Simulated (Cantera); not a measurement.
Standard-state values (1 bar) from the NASA 1993 polynomials, evaluated with Cantera. Values are per mole of reaction as written; species without (g) are pure solids or liquids, kept so even where they would boil at 1 bar.

**Question.** Between 300 and 725 K, where is each reaction favourable under standard conditions?
- 2 OH(g) + 2 Ba = H2(g) + 2 BaO

**Answer.** 
- 2 OH(g) + 2 Ba = H2(g) + 2 BaO: ΔG° is -1110 kJ at 300 K and -1019 kJ at 725 K; it stays negative (K > 1). ΔH° is -1171 kJ and ΔS° -209 J/K at 725 K.
